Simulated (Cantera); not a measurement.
Thermodynamics of chlorosilane synthesis and conversion, feed Si + HCl + H2

A closed system holds: 1 mol Si, 0.57 mol HCl, 1.9 mol H2, at 1300 K and 210000 Pa.

Cantera equilibrium calculation (NASA polynomials, part measured and part estimated; ideal gas, pure solids and liquids). Candidate condensed phases: Si; 19 gas species. The tables' values for SiCl3 are old estimates; treat these amounts as uncertain. Rates play no part.

```
Property        Value
----------  ---------
x(H2)           0.893
x(HCl)         0.0467
x(SiCl4)       0.0245
x(SiHCl3)      0.0213
x(SiCl2)      0.00652
x(SiCl3)      0.00519
x(SiH2Cl2)    0.00262
x(SiH3Cl)     9.04e-5
x(SiH4)       1.30e-6
n(Si(s))    0.858 mol
gas amount  2.350 mol
```
